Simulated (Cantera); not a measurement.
Si + N2O + H2 (thermal oxidation and active oxidation of silicon)

A closed system holds: 1 mol Si, 0.93 mol N2O, 220 mol H2, at 0.0495 Torr.

Method: chemical equilibrium by Gibbs-energy minimisation in Cantera with the NASA 1993 tables (ideal gas, pure condensed phases). Candidate condensed phases: H2O, Si, SiO2, Si2N2O, Si3N4; 35 gas species. Mutual solubility and eutectic melting of coexisting phases are not modelled. The tables hold silica as quartz up to 1696 K and as liquid above; real silica turns to tridymite and cristobalite and melts near 1996 K. Rates play no part.

```tsv
T (K)	log p H2	log p H	log p SiO	log p N2	log p Si	log p SiH	log p H2O	log p SiH2	n SiO2(β-quartz)	n Si2N2O(s)	n Si(s)
998	-4.18	-10.76	-12.27	-6.77	<-16	<-16	-10.27	<-16	0.287	0.357	0
1098	-4.18	-9.70	-9.84	-6.77	<-16	<-16	-10.07	<-16	0.286	0.357	0
1198	-4.18	-8.81	-7.83	-6.75	-14.96	-15.87	-9.90	-15.19	0.270	0.340	0
1298	-4.18	-8.06	-6.59	-6.59	-12.07	-13.24	-10.53	-12.99	0	0.0701	0
1398	-4.18	-7.42	-6.56	-6.56	-9.11	-10.50	-12.58	-10.62	0	0	0.0672
1498	-4.19	-6.86	-6.56	-6.56	-8.00	-9.58	-12.93	-10.02	0	0	0.0348
1598	-4.19	-6.37	-6.56	-6.56	-7.69	-9.45	-12.58	-10.16	0	0	0
1698	-4.19	-5.94	-6.56	-6.56	-7.69	-9.60	-12.00	-10.56	0	0	0
1798	-4.20	-5.55	-6.57	-6.57	-7.70	-9.74	-11.49	-10.92	0	0	0
1898	-4.23	-5.22	-6.58	-6.58	-7.70	-9.88	-11.05	-11.26	0	0	0
1998	-4.27	-4.93	-6.60	-6.60	-7.72	-10.03	-10.67	-11.60	0	0	0
2098	-4.35	-4.69	-6.63	-6.63	-7.76	-10.19	-10.37	-11.96	0	0	0
2198	-4.48	-4.49	-6.68	-6.68	-7.80	-10.39	-10.16	-12.37	0	0	0
```
log p: log10 of the partial pressure in bar; n: condensed amount in mol.

From 998 K to 1198 K the condensed part is SiO2(β-quartz) + Si2N2O(s). At 1298 K the condensed part is Si2N2O(s). From 1398 K to 1498 K the condensed part is Si(s). From 1598 K to 2198 K nothing is condensed.
